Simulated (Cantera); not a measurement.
A Cantera script and what it prints.

```python
import numpy as np
import cantera as ct

gas_names = """
    H H2 Si SiH SiH2 SiH3 SiH4 Si2 Si3
""".split()
cond_names = """
    Si(cr) Si(L)
""".split()


# ... load() reads the species with a 1 bar reference pressure and builds the phases ...
atoms = {
    'Si3H8': {'Si': 3, 'H': 8},
    'H2': {'H': 2},
}
top_T = {}  # K; cautious upper limits of use, not melting points


# ... equilibrate(T, P, feed) seeds the gas with the atoms and calls Mixture.equilibrate('TP', solver="vcs", rtol=1e-11, max_steps=5000) ...
results = []
feed = {'Si3H8': 1, 'H2': 450}  # mol
P = 1000  # Pa
for T in [1300, 1350, 1400, 1450, 1500, 1550, 1600, 1650, 1700, 1750]:
    mix = equilibrate(T, P, feed)
    results.append((T, P, feed, dict(zip(mix.species_names, mix.species_moles))))
    x = sorted(zip(gas.X, gas.species_names), reverse=True)
    print(f"T = {T:g} K  P = {P:g} Pa  gas = {mix.phase_moles(0):.4g} mol")
    print("   x: " + "  ".join(f"{s} {v:.3e}" for v, s in x if v > 0.0001))
    print("   condensed (mol): " + ("  ".join(f"{mix.phase(i).name} {mix.phase_moles(i):.4g}"
          for i in range(1, mix.n_phases) if mix.phase_moles(i) > 1e-12) or "none"))
```

It prints:

```
T = 1300 K  P = 1000 Pa  gas = 454 mol
   x: H2 1.000e+00
   condensed (mol): Si(cr) 3
T = 1350 K  P = 1000 Pa  gas = 454 mol
   x: H2 1.000e+00
   condensed (mol): Si(cr) 3
T = 1400 K  P = 1000 Pa  gas = 454 mol
   x: H2 1.000e+00
   condensed (mol): Si(cr) 3
T = 1450 K  P = 1000 Pa  gas = 454 mol
   x: H2 9.999e-01
   condensed (mol): Si(cr) 2.999
T = 1500 K  P = 1000 Pa  gas = 454 mol
   x: H2 9.998e-01  H 1.760e-04
   condensed (mol): Si(cr) 2.999
T = 1550 K  P = 1000 Pa  gas = 454.1 mol
   x: H2 9.997e-01  H 3.149e-04
   condensed (mol): Si(cr) 2.997
T = 1600 K  P = 1000 Pa  gas = 454.1 mol
   x: H2 9.994e-01  H 5.435e-04
   condensed (mol): Si(cr) 2.992
T = 1650 K  P = 1000 Pa  gas = 454.2 mol
   x: H2 9.991e-01  H 9.080e-04
   condensed (mol): Si(cr) 2.982
T = 1700 K  P = 1000 Pa  gas = 454.4 mol
   x: H2 9.984e-01  H 1.472e-03
   condensed (mol): Si(L) 2.958
T = 1750 K  P = 1000 Pa  gas = 454.6 mol
   x: H2 9.975e-01  H 2.323e-03  Si 1.501e-04
   condensed (mol): Si(L) 2.912
```

Method: chemical equilibrium by Gibbs-energy minimisation in Cantera with the NASA 1993 tables (ideal gas, pure condensed phases). The feed counts by its element totals alone. Gases not in the tables: Si2H6 and higher silanes.
